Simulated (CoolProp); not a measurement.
Vapour-liquid equilibrium of fluoroethane (R161) (1) + R1234yf (2) at 185.8 K; x and y are mole fractions of (1).

The numbers come from the multi-fluid Helmholtz-energy mixture model, Wu 2012 and Lemmon 2022; pair parameters Bell 2016 in CoolProp.

```json
[
 {"x": "0.05", "bubble pressure, mixture model (kPa)": "___", "bubble pressure, Raoult's law (kPa)": "3.122", "y, mixture model": "0.096", "y, Raoult's law": "0.080"},
 {"x": "0.125", "bubble pressure, mixture model (kPa)": "3.399", "bubble pressure, Raoult's law (kPa)": "3.267", "y, mixture model": "___", "y, Raoult's law": "0.190"},
 {"x": "0.2", "bubble pressure, mixture model (kPa)": "3.605", "bubble pressure, Raoult's law (kPa)": "3.413", "y, mixture model": "0.324", "y, Raoult's law": "0.291"},
 {"x": "0.275", "bubble pressure, mixture model (kPa)": "3.796", "bubble pressure, Raoult's law (kPa)": "3.558", "y, mixture model": "0.414", "y, Raoult's law": "0.384"},
 {"x": "0.35", "bubble pressure, mixture model (kPa)": "___", "bubble pressure, Raoult's law (kPa)": "3.704", "y, mixture model": "0.493", "y, Raoult's law": "0.469"},
 {"x": "0.425", "bubble pressure, mixture model (kPa)": "4.133", "bubble pressure, Raoult's law (kPa)": "3.850", "y, mixture model": "___", "y, Raoult's law": "0.548"},
 {"x": "0.5", "bubble pressure, mixture model (kPa)": "4.280", "bubble pressure, Raoult's law (kPa)": "3.995", "y, mixture model": "0.626", "y, Raoult's law": "0.621"},
 {"x": "0.575", "bubble pressure, mixture model (kPa)": "4.415", "bubble pressure, Raoult's law (kPa)": "4.141", "y, mixture model": "0.685", "y, Raoult's law": "0.690"},
 {"x": "0.65", "bubble pressure, mixture model (kPa)": "4.538", "bubble pressure, Raoult's law (kPa)": "4.286", "y, mixture model": "___", "y, Raoult's law": "0.753"},
 {"x": "0.725", "bubble pressure, mixture model (kPa)": "4.650", "bubble pressure, Raoult's law (kPa)": "4.432", "y, mixture model": "0.795", "y, Raoult's law": "0.812"},
 {"x": "0.8", "bubble pressure, mixture model (kPa)": "4.751", "bubble pressure, Raoult's law (kPa)": "4.577", "y, mixture model": "0.848", "y, Raoult's law": "0.868"},
 {"x": "0.875", "bubble pressure, mixture model (kPa)": "4.841", "bubble pressure, Raoult's law (kPa)": "4.723", "y, mixture model": "___", "y, Raoult's law": "0.920"},
 {"x": "0.95", "bubble pressure, mixture model (kPa)": "4.920", "bubble pressure, Raoult's law (kPa)": "4.868", "y, mixture model": "0.960", "y, Raoult's law": "0.969"}
]
```

Task: What belongs in the gaps?

Result: 
- 0.05, bubble pressure, mixture model (kPa): 3.179
- 0.125, y, mixture model: 0.219
- 0.35, bubble pressure, mixture model (kPa): 3.971
- 0.425, y, mixture model: 0.563
- 0.65, y, mixture model: 0.741
- 0.875, y, mixture model: 0.903

The largest gap from Raoult's law is +7.4 % in bubble pressure, at x = 0.425. No azeotrope shows between x = 0.05 and 0.95.

The pair parameters rest on a limited set of measurements; away from them the model extrapolates.
